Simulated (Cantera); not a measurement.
A Cantera script and what it prints.

```python
import numpy as np
import cantera as ct

gas_names = """
    H HO2 H2 H2O H2O2 O OH O2 O3 P PH PH3 PO PO2 P2 P4 P4O10
""".split()
cond_names = """
    H2O(s) H2O(L) P(cr) P(L) P4O10(s)
""".split()


# ... load() reads the species with a 1 bar reference pressure and builds the phases ...
atoms = {
    'PH3': {'P': 1, 'H': 3},
    'O2': {'O': 2},
}
top_T = {'P4O10(s)': 690}  # K; cautious upper limits of use, not melting points


# ... equilibrate(T, P, feed) seeds the gas with the atoms and calls Mixture.equilibrate('TP', solver="vcs", rtol=1e-11, max_steps=5000) ...
results = []
T = 2050  # K
P = 5700000  # Pa
for m in [0.019, 0.037, 0.07, 0.14, 0.26, 0.5, 0.96, 1.9, 3.6]:
    feed = {'PH3': 1, 'O2': m}  # mol
    mix = equilibrate(T, P, feed)
    results.append((T, P, feed, dict(zip(mix.species_names, mix.species_moles))))
    x = sorted(zip(gas.X, gas.species_names), reverse=True)
    print(f"T = {T:g} K  P = {P:g} Pa  n(O2) = {m:g} mol  gas = {mix.phase_moles(0):.4g} mol")
    print("   x: " + "  ".join(f"{s} {v:.3e}" for v, s in x if v > 1e-06))
    print("   condensed (mol): " + ("  ".join(f"{mix.phase(i).name} {mix.phase_moles(i):.4g}"
          for i in range(1, mix.n_phases) if mix.phase_moles(i) > 1e-12) or "none"))
```

Result:

```
T = 2050 K  P = 5.7e+06 Pa  n(O2) = 0.019 mol  gas = 1.947 mol
   x: H2 7.480e-01  P2 2.039e-01  P4 2.552e-02  H2O 1.852e-02  PH3 2.541e-03  PO 9.403e-04  PH 2.979e-04  H 2.599e-04  P 3.562e-05  PO2 3.166e-05
   condensed (mol): none
T = 2050 K  P = 5.7e+06 Pa  n(O2) = 0.037 mol  gas = 1.948 mol
   x: H2 7.302e-01  P2 2.035e-01  H2O 3.587e-02  P4 2.542e-02  PH3 2.448e-03  PO 1.864e-03  PH 2.941e-04  H 2.568e-04  PO2 1.245e-04  P 3.558e-05  OH 1.379e-06
   condensed (mol): none
T = 2050 K  P = 5.7e+06 Pa  n(O2) = 0.07 mol  gas = 1.951 mol
   x: H2 6.981e-01  P2 2.026e-01  H2O 6.717e-02  P4 2.519e-02  PO 3.643e-03  PH3 2.284e-03  PO2 4.767e-04  PH 2.869e-04  H 2.511e-04  P 3.550e-05  OH 2.640e-06
   condensed (mol): none
T = 2050 K  P = 5.7e+06 Pa  n(O2) = 0.14 mol  gas = 1.958 mol
   x: H2 6.320e-01  P2 2.001e-01  H2O 1.308e-01  P4 2.458e-02  PO 7.788e-03  PO2 2.192e-03  PH3 1.955e-03  PH 2.713e-04  H 2.389e-04  P 3.528e-05  OH 5.404e-06
   condensed (mol): none
T = 2050 K  P = 5.7e+06 Pa  n(O2) = 0.26 mol  gas = 1.977 mol
   x: H2 5.280e-01  H2O 2.282e-01  P2 1.934e-01  P4 2.297e-02  PO 1.599e-02  PO2 9.398e-03  PH3 1.468e-03  PH 2.438e-04  H 2.184e-04  P 3.469e-05  OH 1.031e-05
   condensed (mol): none
T = 2050 K  P = 5.7e+06 Pa  n(O2) = 0.5 mol  gas = 2.044 mol
   x: H2 3.688e-01  H2O 3.636e-01  P2 1.691e-01  PO2 4.572e-02  PO 3.410e-02  P4 1.755e-02  PH3 8.009e-04  PH 1.905e-04  H 1.825e-04  P 3.243e-05  OH 1.966e-05  P4O10 1.770e-06
   condensed (mol): none
T = 2050 K  P = 5.7e+06 Pa  n(O2) = 0.96 mol  gas = 2.231 mol
   x: H2O 4.585e-01  H2 2.133e-01  PO2 1.655e-01  P2 9.813e-02  PO 5.663e-02  P4 5.912e-03  P4O10 1.444e-03  PH3 2.685e-04  H 1.388e-04  PH 1.104e-04  OH 3.260e-05  P 2.471e-05
   condensed (mol): none
T = 2050 K  P = 5.7e+06 Pa  n(O2) = 1.9 mol  gas = 1.955 mol
   x: H2O 7.386e-01  PO2 1.356e-01  P4O10 9.303e-02  H2 2.874e-02  PO 3.879e-03  OH 1.431e-04  H 5.094e-05  P2 3.219e-06  O2 2.017e-06
   condensed (mol): none
T = 2050 K  P = 5.7e+06 Pa  n(O2) = 3.6 mol  gas = 3.372 mol
   x: O2 4.753e-01  H2O 4.436e-01  P4O10 7.270e-02  PO2 5.786e-03  OH 2.443e-03  O 8.886e-05  HO2 3.698e-05  H2 3.555e-05  H2O2 5.192e-06  H 1.792e-06
   condensed (mol): none
```

These are equilibrium values from Cantera (NASA tables, ideal gas, pure condensed phases), not measurements of a reactor. The ideal-gas law is rough above about 30 bar. Gases not in the tables: HPO2, HPO3 and P4O6.
